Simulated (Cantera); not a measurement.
Input (Python, Cantera):

```python
import numpy as np
import cantera as ct

gas = ct.Solution("h2o2.yaml")
gas.TPX = 1350, 280, {'H2': 0.0096, 'O2': 1}
reactor = ct.IdealGasConstPressureReactor(gas, energy="off", clone=False)
net = ct.ReactorNet([reactor])
net.rtol, net.atol = 1e-08, 1e-18
show = ['H2', 'O2', 'HO2', 'H', 'OH', 'O', 'H2O2']
times = np.geomspace(0.0002, 90, 11)

steps = ct.SolutionArray(gas, extra=["t"])
rows = []
print(f"{'t/s':>10s}{'T/K':>9s}{'P/Pa':>11s}" + "".join(f"{s:>11s}" for s in show))
for t in times:
    while net.time < t:
        t_next = net.step()
        steps.append(gas.state, t=t_next)
    rows.append([np.interp(t, steps.t, y) for y in (steps.T, steps.P, *steps(*show).X.T)])
    print(f"{t:10.3e}{rows[-1][0]:9.1f}{rows[-1][1]:11.4g}" + "".join(f"{x:11.3e}" for x in rows[-1][2:]))
rate = np.gradient(steps.T, steps.t)
print("integrator steps:", len(steps.t))
if steps.T.max() > steps.T[0] + 200:
    print(f"time of steepest temperature rise: {steps.t[rate.argmax()]:.4e} s")
gas.TPX = 1350, 280, {'H2': 0.0096, 'O2': 1}
gas.equilibrate("TP")
print(f"equilibrium (TP): T = {gas.T:.1f} K  " + "  ".join(f"{s} {gas[s].X[0]:.3e}" for s in show))
```

It prints:

```
       t/s      T/K       P/Pa         H2         O2        HO2          H         OH          O       H2O2
 2.000e-04   1350.0        280  9.509e-03  9.905e-01  4.510e-09  2.200e-09  2.403e-09  2.448e-09  2.349e-13
 7.351e-04   1350.0        280  9.509e-03  9.905e-01  1.657e-08  3.878e-09  1.519e-08  1.628e-08  3.113e-12
 2.702e-03   1350.0        280  9.509e-03  9.905e-01  6.082e-08  1.456e-08  1.119e-07  1.325e-07  3.926e-11
 9.931e-03   1350.0        280  9.493e-03  9.905e-01  2.208e-07  9.214e-07  8.248e-06  1.023e-05  4.178e-10
 3.650e-02   1350.0        280  8.922e-05  9.814e-01  1.116e-07  3.290e-04  1.304e-03  8.248e-03  3.201e-09
 1.342e-01   1350.0        280  3.612e-05  9.814e-01  9.953e-08  2.856e-04  1.128e-03  8.344e-03  2.512e-09
 4.931e-01   1350.0        280  3.469e-05  9.818e-01  9.755e-08  2.681e-04  1.105e-03  7.994e-03  2.486e-09
 1.813e+00   1350.0        280  3.006e-05  9.830e-01  9.078e-08  2.146e-04  1.029e-03  6.878e-03  2.392e-09
 6.662e+00   1350.0        280  1.899e-05  9.857e-01  7.147e-08  1.057e-04  8.194e-04  4.269e-03  2.071e-09
 2.449e+01   1350.0        280  6.083e-06  9.889e-01  3.762e-08  1.869e-05  4.645e-04  1.335e-03  1.290e-09
 9.000e+01   1350.0        280  9.462e-07  9.902e-01  1.283e-08  1.128e-06  1.834e-04  2.045e-04  4.373e-10
integrator steps: 1139
equilibrium (TP): T = 1350.0 K  H2 3.720e-08  O2 9.904e-01  HO2 1.344e-08  H 8.746e-09  OH 3.639e-05  O 7.988e-06  H2O2 3.983e-11
```

Computed with Cantera and the H2/O2 subset of GRI-Mech 3.0, which has no nitrogen chemistry. Radical loss at walls, strong at low pressure, is not modelled.
